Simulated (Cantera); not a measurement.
# Ignition delay

Mixture: 1.52 % C3H8, 15.2 % O2, 83.3 % N2, equivalence ratio 0.50, at 27.6 atm, adiabatic and at constant volume. Ignition delay is the time to a rise of 400 K.

Model: GRI-Mech 3.0 (53 species, 325 reactions), integrated in Cantera. GRI-Mech 3.0 was tuned for natural gas; its chemistry of propane as a main component is partial and can be far from experiment. The pressure lies above the range GRI-Mech 3.0 was tuned for (to about 10 atm).

```tsv
T0 (K)	delay (ms)
1000	28.7
1075	7.03
1150	1.91
1225	0.557
1300	0.174
1375	0.0600
```

The apparent activation energy between 1225 and 1375 K is 210 kJ/mol.
